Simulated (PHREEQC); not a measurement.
A solution holds 0.1 mol/kgw NaOH and 3.7e-06 mol/kgw H4SiO4, at 20 °C. Closed to the air; pH follows from the charge balance.

Model: Pitzer model, pitzer.dat, run in PHREEQC.

The ionic strength comes out as 0.100 mol/kgw. What activity coefficients do H3SiO4-, H2SiO4-2, OH-, Na+ get?

H3SiO4- 0.74, H2SiO4-2 0.28, OH- 0.78, Na+ 0.78. Single-ion values are on the MacInnes scale.

This is a speciation only: nothing precipitates in the calculation.
